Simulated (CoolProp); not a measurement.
Computed with CoolProp (reference Helmholtz-energy equation of state, Tillner-Roth 1997).

Problem. For CH2F2 (R32), give the phase and the density (kg/m³), cp (kJ/(kg K)), speed of sound (m/s), conductivity (mW/(m K)) at 232.5 K and 0.234 MPa; 274.7 K and 0.234 MPa.

Solution. 
- 232.5 K and 0.234 MPa: liquid; density 1180, cp 1.61, speed of sound 914, conductivity 186
- 274.7 K and 0.234 MPa: gas; density 5.55, cp 0.876, speed of sound 229, conductivity 12.1

Thermal conductivity comes from a separate model (Huber 2003), an estimate that may be off by 10 % or more.
